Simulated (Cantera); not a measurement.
# Thermodynamics of chemical vapour transport, feed MgO + HI + O₂

Charge: 1 mol MgO, a varied amount of HI, 1.1 mol O₂, at 1273.15 K and 0.390 bar.

These are equilibrium values from Cantera (NASA tables, ideal gas, pure condensed phases), not measurements of a reactor. Candidate condensed phases: H₂O, I₂, Mg, MgI₂, MgO, Mg(OH)₂; 20 gas species. Equilibrium is a limit: real reactors are often held back by kinetics, nucleation or transport.

From 0.029 mol HI to 1.5 mol HI the condensed part is MgO(s).

```json
[
 {"n(HI) (mol)": "0.029", "x O₂": "0.963", "x H₂O": "0.0128", "x I": "0.0230", "x I₂": "0.00125", "x HI": "5.33e-6", "n MgO(s)": "1.00"},
 {"n(HI) (mol)": "0.043", "x O₂": "0.946", "x H₂O": "0.0187", "x I": "0.0324", "x I₂": "0.00248", "x HI": "9.09e-6", "n MgO(s)": "1.00"},
 {"n(HI) (mol)": "0.064", "x O₂": "0.923", "x H₂O": "0.0272", "x I": "0.0449", "x I₂": "0.00477", "x HI": "1.53e-5", "n MgO(s)": "1.00"},
 {"n(HI) (mol)": "0.095", "x O₂": "0.891", "x H₂O": "0.0393", "x I": "0.0610", "x I₂": "0.00880", "x HI": "2.52e-5", "n MgO(s)": "1.00"},
 {"n(HI) (mol)": "0.14", "x O₂": "0.848", "x H₂O": "0.0557", "x I": "0.0807", "x I₂": "0.0154", "x HI": "4.02e-5", "n MgO(s)": "1.00"},
 {"n(HI) (mol)": "0.21", "x O₂": "0.789", "x H₂O": "0.0791", "x I": "0.106", "x I₂": "0.0263", "x HI": "6.38e-5", "n MgO(s)": "1.00"},
 {"n(HI) (mol)": "0.31", "x O₂": "0.716", "x H₂O": "0.109", "x I": "0.133", "x I₂": "0.0419", "x HI": "9.66e-5", "n MgO(s)": "1.00"},
 {"n(HI) (mol)": "0.46", "x O₂": "0.626", "x H₂O": "0.146", "x I": "0.164", "x I₂": "0.0638", "x HI": "0.000143", "n MgO(s)": "1.00"},
 {"n(HI) (mol)": "0.68", "x O₂": "0.521", "x H₂O": "0.190", "x I": "0.197", "x I₂": "0.0917", "x HI": "0.000205", "n MgO(s)": "1.00"},
 {"n(HI) (mol)": "1", "x O₂": "0.407", "x H₂O": "0.239", "x I": "0.229", "x I₂": "0.124", "x HI": "0.000285", "n MgO(s)": "1.00"},
 {"n(HI) (mol)": "1.5", "x O₂": "0.283", "x H₂O": "0.293", "x I": "0.262", "x I₂": "0.162", "x HI": "0.000393", "n MgO(s)": "1.00"}
]
```
x: gas mole fraction; n: condensed amount in mol.
